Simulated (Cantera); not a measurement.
Charge: 1 mol CH3OH, 1.7 mol O2, 0.28 mol N2, held at 2423.15 K and 5.70 bar.

Cantera equilibrium calculation (NASA polynomials, part measured and part estimated; ideal gas, pure solids and liquids). Rates play no part.

| species | before | after |
|---|---|---|
| H2O | 0.558 | 0.504 |
| CO2 | 0.273 | 0.220 |
| O2 | 0.0592 | 0.0783 |
| CO | 0.0114 | 0.0521 |
| H2 | 0.00389 | 0.0200 |
| OH | 0.0126 | 0.0328 |
| N2 | 0.0779 | 0.0743 |
| H | 0.000463 | 0.00687 |
| O | 0.000999 | 0.00752 |
| HO2 | 1.65e-5 | 7.56e-6 |
| NO | 0.00334 | 0.00375 |
Gas species are given as mole fractions.

Q: Which change was made?
(A) temperature from 2423.15 K to 975 K
(B) CH3OH replaced by C2H4
(C) pressure from 5.70 bar to 0.133 bar
(D) 0.17 mol CH4 added

A: C, pressure from 5.70 bar to 0.133 bar
